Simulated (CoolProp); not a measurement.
Vapour-liquid equilibrium of hydrogen chloride (1) + n-butane (2) at 211.7 K; x and y are mole fractions of (1).

Computed with CoolProp (multi-fluid Helmholtz-energy mixture model, Thol 2018 and Bücker 2006; pair parameters Bell 2016).

| x | bubble pressure (kPa) | y at the bubble point | dew pressure at overall composition x (kPa) | liquid density (mol/L) |
|---|---|---|---|---|
| 0.05 | 48.91 | [?] | 4.783 | 11.81 |
| 0.15 | 129.8 | 0.968 | 5.345 | 12.70 |
| 0.25 | 190.2 | 0.979 | 6.056 | [?] |
| 0.35 | 228.1 | [?] | 6.985 | 14.86 |
| 0.45 | 248.7 | 0.986 | 8.250 | 16.19 |
| 0.55 | 259.4 | 0.987 | 10.07 | 17.76 |
| 0.65 | 266.9 | 0.987 | 12.93 | 19.64 |
| 0.75 | [?] | [?] | 18.05 | [?] |
| 0.85 | 290.5 | 0.991 | [?] | 24.83 |
| 0.95 | [?] | 0.996 | 86.51 | 28.55 |

### Question
Some entries are withheld; supply them.

### Answer

- 0.05, y at the bubble point: 0.909
- 0.25, liquid density (mol/L): 13.71
- 0.35, y at the bubble point: 0.984
- 0.75, bubble pressure (kPa): 276.1
- 0.75, y at the bubble point: 0.989
- 0.75, liquid density (mol/L): 21.94
- 0.85, dew pressure at overall composition x (kPa): 29.87
- 0.95, bubble pressure (kPa): 312.9

No azeotrope shows between x = 0.05 and 0.95.

Pair parameters are fitted to limited data, so mixtures are less certain than the pure fluids. With so large a gap from Raoult's law the liquid may split in two, which this calculation doesn't test in full.
